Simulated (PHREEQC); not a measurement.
## Polishing slurry liquid: speciation

Dissolve 0.18 mol NH3 and 0.00015 mol H3BO3 per kg of water at 25 °C. Closed to the air; pH follows from the charge balance.

All values are PHREEQC results (ion-association model, phreeqc.dat), not measurements.

| Property | Result |
|---|---|
| pH | 11.23 |
| ionic strength | 0.00194 mol/kgw |
| total alkalinity | 180 meq/kg |

| species | molality | activity | log γ |
|---|---|---|---|
| NH3 | 0.178 | 0.178 | 0.000 |
| NH4+ | 0.00194 | 0.00185 | -0.022 |
| OH- | 0.00179 | 0.00171 | -0.021 |
| H2BO3- | 0.000149 | 0.000141 | -0.021 |
| H3BO3 | 1.45e-6 | 1.45e-6 | 0.000 |

Precipitation was switched off in this run. Complexes and solids missing from the database can't appear.
